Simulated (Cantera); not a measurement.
Feed: 1 mol Si3N4, 0.61 mol O2, 380 mol H2, at 0.133 bar.

These are equilibrium values from Cantera (NASA tables, ideal gas, pure condensed phases), not measurements of a reactor. Candidate condensed phases: H2O, Si, SiO2, Si2N2O, Si3N4; 35 gas species. Mutual solubility and eutectic melting of coexisting phases are not modelled. Gases not in the tables: Si2H6 and higher silanes. Equilibrium is a limit: real reactors are often held back by kinetics, nucleation or transport.

Problem. Which condensed phases are stable at each of these points (T (K)): 1498, 1573, 1648, 1723, 1798, 1873, 1948, 2023?

Solution. 
```tsv
T (K)	condensed phases	Si condensed (%)
1498	Si2N2O(s) + Si3N4(s)	99.9
1573	Si(s) + Si2N2O(s) + Si3N4(s)	99.5
1648	Si(s) + Si2N2O(s)	95.3
1723	Si(l) + Si2N2O(s)	66.1
1798	Si(l)	58.5
1873	Si(l)	57.5
1948	Si(l)	55.4
2023	Si(l)	50.8
```

At 1498 K the condensed part is Si2N2O(s) + Si3N4(s). At 1573 K the condensed part is Si(s) + Si2N2O(s) + Si3N4(s). At 1648 K the condensed part is Si(s) + Si2N2O(s). At 1723 K the condensed part is Si(l) + Si2N2O(s). From 1798 K to 2023 K the condensed part is Si(l).
